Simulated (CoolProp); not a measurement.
Vapour-liquid equilibrium of benzene (1) + toluene (2) at 203.35 °C; x and y are mole fractions of (1).

The numbers come from the multi-fluid Helmholtz-energy mixture model, Thol 2012 and Lemmon 2006; pair parameters Bell 2016 in CoolProp.

```csv
x,"bubble pressure, mixture model (bar)","bubble pressure, Raoult's law (bar)","y, mixture model","y, Raoult's law"
0.05,8.286,8.318,0.080,0.091
0.15,8.953,9.039,[?],0.252
0.25,9.634,9.760,0.355,0.389
0.35,[?],10.48,0.470,0.507
0.45,[?],11.20,0.574,0.609
0.55,11.76,11.92,[?],0.700
0.65,12.49,12.64,0.752,0.780
0.75,13.24,13.37,[?],0.851
0.85,14.00,14.09,0.902,0.915
0.95,14.77,14.81,[?],0.973
```

What belongs in the gaps?


- 0.15, y, mixture model: 0.226
- 0.35, bubble pressure, mixture model (bar): 10.33
- 0.45, bubble pressure, mixture model (bar): 11.04
- 0.55, y, mixture model: 0.667
- 0.75, y, mixture model: 0.830
- 0.95, y, mixture model: 0.968

The largest gap from Raoult's law is -1.4 % in bubble pressure, at x = 0.45. No azeotrope shows between x = 0.05 and 0.95.

Pair parameters are fitted to limited data, so mixtures are less certain than the pure fluids.
